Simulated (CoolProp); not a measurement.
Vapour-liquid equilibrium of ethylene (1) + carbon dioxide (2) at 230.9 K; x and y are mole fractions of (1).

Values from CoolProp's multi-fluid Helmholtz-energy mixture model, Smukala 2000 and Span 1996; pair parameters Bell 2016.

```tsv
x	bubble pressure, mixture model (bar)	bubble pressure, Raoult's law (bar)	y, mixture model	y, Raoult's law
0.05	10.06	9.454	0.115	0.072
0.15	11.27	9.887	0.269	0.206
0.25	12.11	10.32	0.373	0.329
0.35	12.71	10.75	0.456	0.442
0.45	13.16	11.19	0.530	0.546
0.55	13.49	11.62	0.602	0.642
0.65	13.70	12.05	0.677	0.732
0.75	13.81	12.48	0.756	0.815
0.85	13.81	12.92	0.845	0.893
0.95	13.68	13.35	0.945	0.965
```

The largest gap from Raoult's law is +18.2 % in bubble pressure, at x = 0.35. y crosses x between x = 0.75 and 0.85: the model has an azeotrope there.

The pair parameters rest on a limited set of measurements; away from them the model extrapolates.
